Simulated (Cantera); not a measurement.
An isothermal, constant-pressure homogeneous reactor starts with 0.635 % CO, 1.66 % O2, 0.0283 % H2O, 97.7 % N2, equivalence ratio 0.19, at 1100 K and 100.0 Torr.

Model: GRI-Mech 3.0 (53 species, 325 reactions), integrated in Cantera.

x: mole fraction; the columns are a selection and need not sum to one.

| t (s) | x CO | x O2 | x H2O | x OH | x CO2 |
|---|---|---|---|---|---|
| 9.00e-6 | 0.00635 | 0.0166 | 0.000283 | <1e-12 | 1.10e-12 |
| 3.27e-5 | 0.00635 | 0.0166 | 0.000283 | <1e-12 | 4.01e-12 |
| 0.000119 | 0.00635 | 0.0166 | 0.000283 | <1e-12 | 1.46e-11 |
| 0.000433 | 0.00635 | 0.0166 | 0.000283 | <1e-12 | 5.30e-11 |
| 0.00157 | 0.00635 | 0.0166 | 0.000283 | <1e-12 | 1.94e-10 |
| 0.00572 | 0.00635 | 0.0166 | 0.000283 | 6.27e-12 | 7.34e-10 |
| 0.0208 | 0.00635 | 0.0166 | 0.000283 | 7.21e-11 | 3.80e-9 |
| 0.0756 | 0.00635 | 0.0166 | 0.000283 | 3.22e-9 | 1.31e-7 |
| 0.275 | 0.00435 | 0.0153 | 0.000229 | 1.64e-5 | 0.00201 |
| 1.00 | ? | ? | ? | ? | ? |

**Question.** Fill in the missing entries.

**Answer.** 
- 1.00, x CO: 0.000240
- 1.00, x O2: 0.0136
- 1.00, x H2O: 0.000279
- 1.00, x OH: 6.13e-6
- 1.00, x CO2: 0.00613
